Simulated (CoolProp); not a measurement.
Vapour-liquid equilibrium of n-hexane (1) + m-xylene (2) at 69.35 °C; x and y are mole fractions of (1).

Values from CoolProp's multi-fluid Helmholtz-energy mixture model, Thol 2019 and Zhou 2012; pair parameters Bell 2016.

```tsv
x	bubble pressure, mixture model (MPa)	bubble pressure, Raoult's law (MPa)	y, mixture model	y, Raoult's law
0.05	0.01492	0.01453	(withheld)	0.356
0.15	0.02629	0.02388	0.680	0.649
0.25	(withheld)	0.03323	0.806	0.778
0.35	(withheld)	0.04258	0.869	0.850
0.45	0.06018	0.05193	0.906	0.896
0.55	0.06923	0.06128	(withheld)	0.928
0.65	(withheld)	0.07063	0.947	0.951
0.75	0.08436	0.07998	(withheld)	0.969
0.85	0.09146	0.08933	0.976	0.983
0.95	0.09912	0.09868	(withheld)	0.995
```

Q: Some entries are withheld; supply them.

A: 
- 0.05, y, mixture model: 0.370
- 0.25, bubble pressure, mixture model (MPa): 0.03828
- 0.35, bubble pressure, mixture model (MPa): 0.04979
- 0.55, y, mixture model: 0.930
- 0.65, bubble pressure, mixture model (MPa): 0.07714
- 0.75, y, mixture model: 0.962
- 0.95, y, mixture model: 0.991

The largest gap from Raoult's law is +16.9 % in bubble pressure, at x = 0.35. No azeotrope shows between x = 0.05 and 0.95.

Pair parameters are fitted to limited data, so mixtures are less certain than the pure fluids.
